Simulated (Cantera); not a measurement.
Input: 1 mol V2O3, 0.76 mol H2, 48 mol N2, held at 1300 °C.

Equilibrium computed with Cantera from the NASA thermochemical tables; the gas is ideal and each condensed phase is pure. Candidate condensed phases: H2O, V, VN, VO, V2O3, V2O4, V2O5; 28 gas species. Mutual solubility and eutectic melting of coexisting phases are not modelled. VN, VO: taken at fixed stoichiometry. Condensed phases not in the tables: the oxides between V2O3 and V2O5 other than VO2, solid solutions among these carbides, nitrides and lower oxides, V2N. Kinetics and transport are ignored.

log p: log10 of the partial pressure in bar; n: condensed amount in mol.

```
P (Pa)   log p N2  log p H2  log p H  log p H2O  log p VO2  log p VO  n VO(s)  n V2O3(s)  n VN(s)
-------  --------  --------  -------  ---------  ---------  --------  -------  ---------  -------
10          -4.01     -5.82    -7.30      -8.09      -8.56     -9.42  0.00915      0.995        0
52              ?         ?        ?          ?      -8.56     -9.42  0.00829      0.996        0
270         -2.58     -4.38    -6.58      -6.65      -8.56     -9.42  0.00814      0.996        0
1400        -1.86     -3.66    -6.22      -5.93      -8.56     -9.42  0.00812      0.996        0
7200        -1.15     -2.95    -5.87      -5.22      -8.56     -9.42  0.00812      0.996        0
37000       -0.44     -2.24    -5.51      -4.34      -8.48     -9.50        0      0.998  0.00400
190000          ?         ?        ?          ?          ?         ?        0      0.997        ?
1000000      0.99     -0.82    -4.80      -2.44      -8.24     -9.74        0      0.994   0.0118
```

Q: What belongs in the gaps?

A: 
- 52, log p N2: -3.29
- 52, log p H2: -5.10
- 52, log p H: -6.94
- 52, log p H2O: -7.37
- 190000, log p N2: 0.27
- 190000, log p H2: -1.53
- 190000, log p H: -5.16
- 190000, log p H2O: -3.40
- 190000, log p VO2: -8.36
- 190000, log p VO: -9.62
- 190000, n VN(s): 0.00687
